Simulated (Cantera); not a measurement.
Gas mixture: NH3 : H2 : CH3OH : C2H2 = 0.14 : 0.89 : 0.42 : 0.72 (molar parts), at 0.210 bar, frozen composition.

Cantera's kinetic-theory transport with the Lennard-Jones parameters of GRI-Mech 3.0, ideal gas; thermal conductivity in the multicomponent form. Polar gases are described roughly by these parameters. The composition is frozen, though it would react at the higher temperatures.

D: mixture-averaged diffusion coefficient of that species in the mixture.

| T (K) | ρ (kg/m³) | cp (J/kg/K) | μ (µPa s) | λ (mW/m/K) | Pr | D (cm²/s) H | D (cm²/s) CH3 | D (cm²/s) H2O |
|---|---|---|---|---|---|---|---|---|
| 400 | 0.106 | 2453 | 13.9 | 76.1 | 0.449 | 9.96 | 2.10 | 2.12 |
| 500 | 0.0847 | 2648 | 17.0 | 94.6 | 0.475 | 14.9 | 3.15 | 3.28 |
| 600 | 0.0706 | 2817 | 19.8 | 113 | 0.496 | 20.5 | 4.35 | 4.65 |
| 700 | 0.0605 | 2966 | ? | ? | 0.511 | ? | ? | ? |
| 800 | 0.0529 | 3098 | 25.0 | 148 | 0.522 | 33.8 | 7.18 | 7.96 |
| 900 | 0.0471 | 3220 | 27.4 | ? | 0.530 | ? | ? | ? |
| 1000 | 0.0423 | 3334 | 29.6 | 184 | 0.538 | 49.5 | 10.5 | 11.9 |
| 1100 | 0.0385 | 3438 | 31.8 | 202 | 0.542 | 58.2 | 12.4 | 14.2 |

Q: Fill in the missing entries.

A: 
- 700, μ (µPa s): 22.5
- 700, λ (mW/m/K): 130
- 700, D (cm²/s) H: 26.8
- 700, D (cm²/s) CH3: 5.70
- 700, D (cm²/s) H2O: 6.22
- 900, λ (mW/m/K): 166
- 900, D (cm²/s) H: 41.4
- 900, D (cm²/s) CH3: 8.79
- 900, D (cm²/s) H2O: 9.87
